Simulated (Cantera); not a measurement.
A perfectly stirred reactor is fed with CH₄ : O₂ : N₂ = 1 : 4.55 : 17.1 (molar parts), at 100000 Pa; it is adiabatic with a 625 K inlet, and is followed from long to short residence time, starting on the burning branch (τ in s: 0.032, 0.016, 0.0076, 0.0037, 0.0018, 0.00089, 0.00044, 0.00021, 0.0001, 5.1e-05, 2.5e-05).

Detailed kinetics in Cantera: GRI-Mech 3.0 (53 species, 325 reactions).

x: mole fraction; the columns are a selection and need not sum to one.

```csv
τ (s),T (K),x CH₄,x O₂,x CH₃,x HCN,x CH₂CO
0.032,1618,3.29e-5,0.113,[?],1.79e-9,5.65e-9
0.016,1613,5.12e-5,0.113,[?],2.17e-9,9.46e-9
0.0076,1604,8.31e-5,0.113,[?],2.89e-9,1.62e-8
0.0037,1591,0.000135,0.113,[?],4.21e-9,2.79e-8
0.0018,1570,0.000227,0.114,[?],6.66e-9,5.15e-8
0.00089,1538,0.000409,0.116,[?],1.09e-8,1.10e-7
0.00044,1481,0.000911,0.119,[?],1.85e-8,3.70e-7
0.00021,625,0.0442,0.201,<1e-12,<1e-12,<1e-12
0.00010,625,0.0442,0.201,<1e-12,<1e-12,<1e-12
5.1e-5,625,0.0442,0.201,<1e-12,<1e-12,<1e-12
2.5e-5,625,0.0442,0.201,<1e-12,<1e-12,<1e-12
```

### Question
Complete the blanks.

### Answer

- 0.032, x CH₃: 4.85e-6
- 0.016, x CH₃: 7.08e-6
- 0.0076, x CH₃: 1.06e-5
- 0.0037, x CH₃: 1.57e-5
- 0.0018, x CH₃: 2.39e-5
- 0.00089, x CH₃: 3.81e-5
- 0.00044, x CH₃: 7.27e-5
